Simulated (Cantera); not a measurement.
Feed: 1 mol SiC, 0.024 mol O2, 37 mol N2, equilibrated at 0.133 bar.

Method: chemical equilibrium by Gibbs-energy minimisation in Cantera with the NASA 1993 tables (ideal gas, pure condensed phases). Candidate condensed phases: C, Si, SiC, SiO2, Si2N2O, Si3N4; 34 gas species. N2 is the only nitrogen source here; it is nearly inert below about 1500 K, so the nitride shown seldom forms there in practice. Mutual solubility and eutectic melting of coexisting phases are not modelled. Rates play no part.

Which condensed phases are stable at each of these points (T (°C)): 900, 1000, 1100, 1200, 1300, 1400, 1500, 1600, 1700, 1800, 1900, 2000?


```tsv
T (°C)	condensed phases	Si condensed (%)
900	C(graphite) + Si2N2O(s) + Si3N4(s)	100.0
1000	C(graphite) + Si2N2O(s) + Si3N4(s)	100.0
1100	C(graphite) + Si2N2O(s) + Si3N4(s)	100.0
1200	C(graphite) + Si2N2O(s) + Si3N4(s)	100.0
1300	SiC(s) + Si2N2O(s) + Si3N4(s)	100.0
1400	SiC(s) + Si3N4(s)	99.9
1500	SiC(s) + Si3N4(s)	99.3
1600	SiC(s) + Si3N4(s)	97.8
1700	SiC(s)	97.3
1800	SiC(s)	96.7
1900	SiC(s)	95.7
2000	SiC(s)	94.5
```

From 900 °C to 1200 °C the condensed part is C(graphite) + Si2N2O(s) + Si3N4(s). At 1300 °C the condensed part is SiC(s) + Si2N2O(s) + Si3N4(s). From 1400 °C to 1600 °C the condensed part is SiC(s) + Si3N4(s). From 1700 °C to 2000 °C the condensed part is SiC(s).
